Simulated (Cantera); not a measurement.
Input: 1 mol (CH3)2SiCl2, 0.77 mol C2H4, 2.6 mol H2, held at 2473.15 K and 100 Torr.

Cantera equilibrium calculation (NASA polynomials, part measured and part estimated; ideal gas, pure solids and liquids). Candidate condensed phases: C, C6H6, C7H8, C8H18, Si, SiC; 109 gas species. The feed counts by its element totals alone. The tables' values for SiCl, SiCl3 are old estimates; treat these amounts as uncertain. Gases not in the tables: Si2H6 and higher silanes. Equilibrium is a limit: real reactors are often held back by kinetics, nucleation or transport.

Base state: H2 0.713, HCl 0.189, H 0.0516, SiCl2 0.0170, Cl 0.00970, C2H2 (acetylene) 0.00688, Si 0.00653, SiCl 0.00250 (mole fractions); condensed: C(graphite) + SiC(s).

Question: What changes in the equilibrium state with this change: temperature from 2473.15 K to 2375 K?

Answer: 
| species | before | after |
|---|---|---|
| H2 | 0.713 | 0.735 |
| HCl | 0.189 | 0.200 |
| H | 0.0516 | 0.0331 |
| SiCl2 | 0.0170 | 0.0157 |
| Si2 | 3.77e-5 | 9.02e-6 |
| SiC2 | 0.00157 | 0.000414 |
| C(graphite), mol | 2.64 | 2.63 |
| SiC(s), mol | 0.744 | 0.828 |
